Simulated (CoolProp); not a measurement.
Saturation properties of propylene.

Computed with CoolProp (reference Helmholtz-energy equation of state, Lemmon 2013).

```json
[
 {"T (°C)": "-86.85", "p (kPa)": "10.99", "liquid density (kg/m³)": "656.7", "liquid viscosity (µPa s)": "322", "vapour viscosity (µPa s)": "5.27"},
 {"T (°C)": "-74.75", "p (kPa)": "24.29", "liquid density (kg/m³)": "642.6", "liquid viscosity (µPa s)": "272", "vapour viscosity (µPa s)": "(withheld)"},
 {"T (°C)": "-62.55", "p (kPa)": "48.63", "liquid density (kg/m³)": "628.2", "liquid viscosity (µPa s)": "(withheld)", "vapour viscosity (µPa s)": "5.94"},
 {"T (°C)": "-50.35", "p (kPa)": "89.34", "liquid density (kg/m³)": "613.4", "liquid viscosity (µPa s)": "202", "vapour viscosity (µPa s)": "6.28"},
 {"T (°C)": "-38.25", "p (kPa)": "152.2", "liquid density (kg/m³)": "(withheld)", "liquid viscosity (µPa s)": "176", "vapour viscosity (µPa s)": "6.61"},
 {"T (°C)": "-26.05", "p (kPa)": "245.6", "liquid density (kg/m³)": "582.5", "liquid viscosity (µPa s)": "155", "vapour viscosity (µPa s)": "6.97"},
 {"T (°C)": "-13.95", "p (kPa)": "376.0", "liquid density (kg/m³)": "566.1", "liquid viscosity (µPa s)": "138", "vapour viscosity (µPa s)": "(withheld)"},
 {"T (°C)": "-1.75", "p (kPa)": "554.2", "liquid density (kg/m³)": "548.7", "liquid viscosity (µPa s)": "122", "vapour viscosity (µPa s)": "7.75"},
 {"T (°C)": "10.45", "p (kPa)": "788.3", "liquid density (kg/m³)": "530.2", "liquid viscosity (µPa s)": "109", "vapour viscosity (µPa s)": "8.23"},
 {"T (°C)": "22.55", "p (kPa)": "1086", "liquid density (kg/m³)": "510.5", "liquid viscosity (µPa s)": "97.3", "vapour viscosity (µPa s)": "8.78"}
]
```

Task: Fill in the missing entries.

Result: 
- -74.75, vapour viscosity (µPa s): 5.61
- -62.55, liquid viscosity (µPa s): 233
- -38.25, liquid density (kg/m³): 598.3
- -13.95, vapour viscosity (µPa s): 7.34

It boils at -47.6 °C under 1 atm.

Viscosity comes from a separate model (Huber 2003), an estimate that may be off by 10 % or more.
